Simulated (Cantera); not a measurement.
A Cantera script and its output.

```python
import numpy as np
import cantera as ct

gas = ct.Solution("gri30.yaml")
gas.TPX = 1500, 10000, {'C2H6': 1, 'N2': 190, 'H2O': 0.49}
reactor = ct.IdealGasConstPressureReactor(gas, energy="off", clone=False)
net = ct.ReactorNet([reactor])
net.rtol, net.atol = 1e-08, 1e-18
show = ['C2H6', 'H2', 'CH3', 'C2H', 'H', 'C2H2', 'CH2']
times = np.geomspace(7e-05, 3, 10)

steps = ct.SolutionArray(gas, extra=["t"])
rows = []
print(f"{'t/s':>10s}{'T/K':>9s}{'P/Pa':>11s}" + "".join(f"{s:>11s}" for s in show))
for t in times:
    while net.time < t:
        t_next = net.step()
        steps.append(gas.state, t=t_next)
    rows.append([np.interp(t, steps.t, y) for y in (steps.T, steps.P, *steps(*show).X.T)])
    print(f"{t:10.3e}{rows[-1][0]:9.1f}{rows[-1][1]:11.4g}" + "".join(f"{x:11.3e}" for x in rows[-1][2:]))
rate = np.gradient(steps.T, steps.t)
print("integrator steps:", len(steps.t))
if steps.T.max() > steps.T[0] + 200:
    print(f"time of steepest temperature rise: {steps.t[rate.argmax()]:.4e} s")
gas.TPX = 1500, 10000, {'C2H6': 1, 'N2': 190, 'H2O': 0.49}
gas.equilibrate("TP")
print(f"equilibrium (TP): T = {gas.T:.1f} K  " + "  ".join(f"{s} {gas[s].X[0]:.3e}" for s in show))
```

It prints:

```
       t/s      T/K       P/Pa       C2H6         H2        CH3        C2H          H       C2H2        CH2
 7.000e-05   1500.0      1e+04  5.154e-03  8.343e-07  1.306e-04  4.466e-17  8.991e-07  1.314e-10  1.146e-08
 2.290e-04   1500.0      1e+04  4.966e-03  3.595e-05  3.934e-04  4.751e-13  1.217e-05  5.255e-08  3.233e-07
 7.489e-04   1500.0      1e+04  3.825e-03  8.189e-04  8.581e-04  1.433e-09  6.433e-05  2.321e-05  2.117e-06
 2.450e-03   1500.0      1e+04  1.001e-03  3.951e-03  6.170e-04  2.927e-08  9.985e-05  7.173e-04  2.579e-06
 8.013e-03   1500.0      1e+04  3.078e-05  7.100e-03  1.361e-04  4.330e-08  5.784e-05  2.901e-03  5.785e-07
 2.621e-02   1500.0      1e+04  2.844e-06  8.428e-03  4.162e-05  1.879e-08  2.060e-05  4.116e-03  7.402e-08
 8.573e-02   1500.0      1e+04  6.026e-07  8.940e-03  1.740e-05  8.744e-09  9.070e-06  4.591e-03  1.445e-08
 2.804e-01   1500.0      1e+04  2.210e-07  9.095e-03  1.015e-05  5.311e-09  5.448e-06  4.717e-03  5.361e-09
 9.172e-01   1500.0      1e+04  1.742e-07  9.175e-03  8.984e-06  4.940e-09  5.088e-06  4.739e-03  4.469e-09
 3.000e+00   1500.0      1e+04  1.373e-07  9.374e-03  8.004e-06  5.067e-09  5.292e-06  4.775e-03  4.103e-09
integrator steps: 1035
equilibrium (TP): T = 1500.0 K  C2H6 1.088e-12  H2 1.409e-02  CH3 2.029e-08  C2H 2.001e-10  H 6.654e-06  C2H2 2.252e-04  CH2 7.941e-12
```

Detailed kinetics in Cantera: GRI-Mech 3.0 (53 species, 325 reactions). GRI-Mech 3.0 stops at C3 and has no aromatics, soot or wall deposition, so with more carbon than oxygen in the feed, carbon stays in small species such as C2H2 where larger ones or solid carbon would form.
